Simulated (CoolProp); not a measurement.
Vapour-liquid equilibrium of R1234ze(E) (1) + n-pentane (2) at -17.45 °C; x and y are mole fractions of (1).

Model: multi-fluid Helmholtz-energy mixture model, Thol 2016 and Thol 2019; pair parameters Bell 2016, in CoolProp.

```json
[
 {"x": "0.05", "bubble pressure, mixture model (bar)": "0.2620", "bubble pressure, Raoult's law (bar)": "0.1525", "y, mixture model": "0.620", "y, Raoult's law": "0.355"},
 {"x": "0.125", "bubble pressure, mixture model (bar)": "0.4565", "bubble pressure, Raoult's law (bar)": "0.2259", "y, mixture model": "0.794", "y, Raoult's law": "0.599"},
 {"x": "0.2", "bubble pressure, mixture model (bar)": "0.6037", "bubble pressure, Raoult's law (bar)": "0.2993", "y, mixture model": "0.853", "y, Raoult's law": "0.723"},
 {"x": "0.275", "bubble pressure, mixture model (bar)": "0.7111", "bubble pressure, Raoult's law (bar)": "0.3727", "y, mixture model": "0.881", "y, Raoult's law": "0.798"},
 {"x": "0.35", "bubble pressure, mixture model (bar)": "0.7872", "bubble pressure, Raoult's law (bar)": "0.4461", "y, mixture model": "0.898", "y, Raoult's law": "0.849"},
 {"x": "0.425", "bubble pressure, mixture model (bar)": "0.8404", "bubble pressure, Raoult's law (bar)": "0.5195", "y, mixture model": "0.908", "y, Raoult's law": "0.885"},
 {"x": "0.5", "bubble pressure, mixture model (bar)": "0.8782", "bubble pressure, Raoult's law (bar)": "0.5929", "y, mixture model": "0.916", "y, Raoult's law": "0.913"},
 {"x": "0.575", "bubble pressure, mixture model (bar)": "0.9068", "bubble pressure, Raoult's law (bar)": "0.6663", "y, mixture model": "0.922", "y, Raoult's law": "0.934"},
 {"x": "0.65", "bubble pressure, mixture model (bar)": "0.9315", "bubble pressure, Raoult's law (bar)": "0.7397", "y, mixture model": "0.928", "y, Raoult's law": "0.951"},
 {"x": "0.725", "bubble pressure, mixture model (bar)": "0.9562", "bubble pressure, Raoult's law (bar)": "0.8131", "y, mixture model": "0.934", "y, Raoult's law": "0.965"},
 {"x": "0.8", "bubble pressure, mixture model (bar)": "0.9839", "bubble pressure, Raoult's law (bar)": "0.8865", "y, mixture model": "0.943", "y, Raoult's law": "0.977"},
 {"x": "0.875", "bubble pressure, mixture model (bar)": "1.017", "bubble pressure, Raoult's law (bar)": "0.9599", "y, mixture model": "0.957", "y, Raoult's law": "0.987"},
 {"x": "0.95", "bubble pressure, mixture model (bar)": "1.055", "bubble pressure, Raoult's law (bar)": "1.033", "y, mixture model": "0.978", "y, Raoult's law": "0.995"}
]
```

The largest gap from Raoult's law is +102.1 % in bubble pressure, at x = 0.125. No azeotrope shows between x = 0.05 and 0.95.

Pair parameters are fitted to limited data, so mixtures are less certain than the pure fluids. With so large a gap from Raoult's law the liquid may split in two, which this calculation doesn't test in full.
